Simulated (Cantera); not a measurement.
A perfectly stirred reactor is fed with CH4 : H2 : O2 : N2 = 1 : 0.038 : 4.7 : 17.7 (molar parts), at 1.00 bar; it is adiabatic with a 373 K inlet, and is followed from long to short residence time, starting on the burning branch (τ in s: 0.064, 0.027, 0.012, 0.0049, 0.0021, 0.00087, 0.00037, 0.00016, 6.6e-05, 2.8e-05, 1.2e-05).

Cantera simulation using GRI-Mech 3.0 (53 species, 325 reactions); the numbers are that mechanism's predictions, not measurements.

x: mole fraction; the columns are a selection and need not sum to one.

```json
[
 {"τ (s)": "0.064", "T (K)": "1393", "x CH4": "6.46e-5", "x H2": "5.24e-5", "x O2": "0.115", "x CH3": "5.80e-6", "x H2O2": "[?]"},
 {"τ (s)": "0.027", "T (K)": "1386", "x CH4": "0.000118", "x H2": "0.000100", "x O2": "0.115", "x CH3": "9.55e-6", "x H2O2": "[?]"},
 {"τ (s)": "0.012", "T (K)": "1373", "x CH4": "0.000216", "x H2": "0.000188", "x O2": "0.116", "x CH3": "1.55e-5", "x H2O2": "[?]"},
 {"τ (s)": "0.0049", "T (K)": "1341", "x CH4": "0.000501", "x H2": "0.000420", "x O2": "0.118", "x CH3": "2.97e-5", "x H2O2": "[?]"},
 {"τ (s)": "0.0021", "T (K)": "373", "x CH4": "0.0427", "x H2": "0.00162", "x O2": "0.201", "x CH3": "<1e-12", "x H2O2": "<1e-12"},
 {"τ (s)": "0.00087", "T (K)": "373", "x CH4": "0.0427", "x H2": "0.00162", "x O2": "0.201", "x CH3": "<1e-12", "x H2O2": "<1e-12"},
 {"τ (s)": "0.00037", "T (K)": "373", "x CH4": "0.0427", "x H2": "0.00162", "x O2": "0.201", "x CH3": "<1e-12", "x H2O2": "<1e-12"},
 {"τ (s)": "0.00016", "T (K)": "373", "x CH4": "0.0427", "x H2": "0.00162", "x O2": "0.201", "x CH3": "<1e-12", "x H2O2": "<1e-12"},
 {"τ (s)": "6.6e-5", "T (K)": "373", "x CH4": "0.0427", "x H2": "0.00162", "x O2": "0.201", "x CH3": "<1e-12", "x H2O2": "<1e-12"},
 {"τ (s)": "2.8e-5", "T (K)": "373", "x CH4": "0.0427", "x H2": "0.00162", "x O2": "0.201", "x CH3": "<1e-12", "x H2O2": "<1e-12"},
 {"τ (s)": "1.2e-5", "T (K)": "373", "x CH4": "0.0427", "x H2": "0.00162", "x O2": "0.201", "x CH3": "<1e-12", "x H2O2": "<1e-12"}
]
```

Question: What belongs in the gaps?

Answer: 
- 0.064, x H2O2: 2.54e-7
- 0.027, x H2O2: 3.82e-7
- 0.012, x H2O2: 5.75e-7
- 0.0049, x H2O2: 1.04e-6
